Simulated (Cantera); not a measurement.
Input: 1 mol LiCl, 13 mol H2, held at 0.133 bar.

These are equilibrium values from Cantera (NASA tables, ideal gas, pure condensed phases), not measurements of a reactor. Candidate condensed phases: Li, LiCl, LiH; 11 gas species. Kinetics and transport are ignored.

### Question
At 948 K, list the 4 most abundant gas species with their mole fractions, and the condensed phases.

### Answer
H2 0.999, Li2Cl2 0.000811, LiCl 0.000478, Li3Cl3 5.12e-5. Condensed: LiCl(l).
